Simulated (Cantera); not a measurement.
A Cantera script and its output.

```python
import numpy as np
import cantera as ct

gas = ct.Solution("gri30.yaml")
gas.TPX = 500, 1600000, {'CO': 1, 'H2': 0.44, 'CH4': 1.3, 'O2': 3.32, 'N2': 12.5, 'CO2': 1.8}
inlet = ct.Reservoir(gas, clone=True)
gas.equilibrate("HP")  # start burning
reactor = ct.IdealGasConstPressureReactor(gas, energy="on", clone=False)
exhaust = ct.Reservoir(gas, clone=True)
tau = [0.3, 0.13, 0.058, 0.025, 0.011, 0.0048, 0.0021, 0.0009, 0.00039, 0.00017, 7.4e-05][0]
for a, b in ((inlet, reactor), (reactor, exhaust)):
    ct.MassFlowController(a, b, mdot=lambda t: reactor.mass / tau)
net = ct.ReactorNet([reactor])
show = ['CO', 'H2', 'CH4', 'NO2', 'C2H4', 'H']

rows = []
print(f"{'tau/s':>10s}{'T/K':>9s}" + "".join(f"{s:>11s}" for s in show))
for tau in [0.3, 0.13, 0.058, 0.025, 0.011, 0.0048, 0.0021, 0.0009, 0.00039, 0.00017, 7.4e-05]:
    net.initial_time = 0.0
    net.advance(30 * tau)
    before = gas.X
    net.advance(40 * tau)
    drift = np.max(np.abs(gas.X - before) / (gas.X + 1e-9))
    rows.append([gas.T, *gas[show].X, drift])
    print(f"{tau:10.3e}{gas.T:9.1f}" + "".join(f"{x:11.3e}" for x in gas[show].X))
```

Output:

```
     tau/s      T/K         CO         H2        CH4        NO2       C2H4          H
 3.000e-01   2243.7  7.381e-03  1.035e-03  2.459e-07  8.016e-07  2.248e-12  5.918e-05
 1.300e-01   2243.4  7.451e-03  1.044e-03  5.547e-07  7.209e-07  1.145e-11  6.067e-05
 5.800e-02   2242.5  7.617e-03  1.067e-03  1.195e-06  6.042e-07  5.307e-11  6.376e-05
 2.500e-02   2239.9  8.016e-03  1.121e-03  2.590e-06  4.660e-07  2.474e-10  7.045e-05
 1.100e-02   2234.2  8.793e-03  1.230e-03  5.314e-06  3.539e-07  1.020e-09  8.339e-05
 4.800e-03   2223.8  1.014e-02  1.418e-03  1.053e-05  2.822e-07  3.823e-09  1.077e-04
 2.100e-03   2207.7  1.218e-02  1.706e-03  2.006e-05  2.453e-07  1.273e-08  1.500e-04
 9.000e-04   2184.2  1.510e-02  2.120e-03  3.807e-05  2.265e-07  3.965e-08  2.223e-04
 3.900e-04   2152.7  1.894e-02  2.666e-03  7.195e-05  2.105e-07  1.148e-07  3.363e-04
 1.700e-04   2110.8  2.397e-02  3.367e-03  1.399e-04  1.863e-07  3.289e-07  5.050e-04
 7.400e-05   2052.7  3.083e-02  4.278e-03  2.964e-04  1.481e-07  1.048e-06  7.248e-04
```

Computed with Cantera and GRI-Mech 3.0 (53 species, 325 reactions). The pressure lies above the range GRI-Mech 3.0 was tuned for (to about 10 atm).
